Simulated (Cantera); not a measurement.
Input (Python, Cantera):

```python
import numpy as np
import cantera as ct

gas = ct.Solution("gri30.yaml", transport_model="multicomponent")
show = ['H2', 'H2O', 'N2']

rows = []
print(f"{'T/K':>7s}{'rho':>11s}{'cp':>10s}{'mu':>11s}{'lambda':>11s}{'Pr':>7s}" + "".join(f"{'D_' + s:>11s}" for s in show))
for T in [400, 500, 600, 700, 800, 900, 1000, 1100]:
    gas.TPX = T, 5400, {'N2': 0.16}
    Pr = gas.cp_mass * gas.viscosity / gas.thermal_conductivity
    D = [gas.mix_diff_coeffs_mole[gas.species_index(s)] for s in show]
    rows.append([gas.density, gas.cp_mass, gas.viscosity, gas.thermal_conductivity, Pr, *D])
    print(f"{T:7g}{gas.density:11.4e}{gas.cp_mass:10.1f}{gas.viscosity:11.4e}"
          f"{gas.thermal_conductivity:11.4e}{Pr:7.3f}" + "".join(f"{d:11.4e}" for d in D))
print("SI units: kg/m3, J/kg/K, Pa s, W/m/K, m2/s")
```

Result:

```
    T/K        rho        cp         mu     lambda     Pr       D_H2      D_H2O       D_N2
    400 4.5486e-02    1046.6 2.2340e-05 3.2949e-02  0.710 2.3806e-03 7.4323e-04 0.0000e+00
    500 3.6389e-02    1057.9 2.6124e-05 3.9056e-02  0.708 3.4632e-03 1.1303e-03 0.0000e+00
    600 3.0324e-02    1074.0 2.9584e-05 4.4978e-02  0.706 4.6968e-03 1.5794e-03 0.0000e+00
    700 2.5992e-02    1095.3 3.2807e-05 5.0908e-02  0.706 6.0718e-03 2.0855e-03 0.0000e+00
    800 2.2743e-02    1120.7 3.5844e-05 5.6920e-02  0.706 7.5809e-03 2.6446e-03 0.0000e+00
    900 2.0216e-02    1147.0 3.8733e-05 6.2946e-02  0.706 9.2181e-03 3.2535e-03 0.0000e+00
   1000 1.8194e-02    1169.5 4.1498e-05 6.8763e-02  0.706 1.0978e-02 3.9095e-03 0.0000e+00
   1100 1.6540e-02    1187.2 4.4159e-05 7.4289e-02  0.706 1.2857e-02 4.6106e-03 0.0000e+00
SI units: kg/m3, J/kg/K, Pa s, W/m/K, m2/s
```

Model: GRI-Mech 3.0 (53 species, 325 reactions), integrated in Cantera.
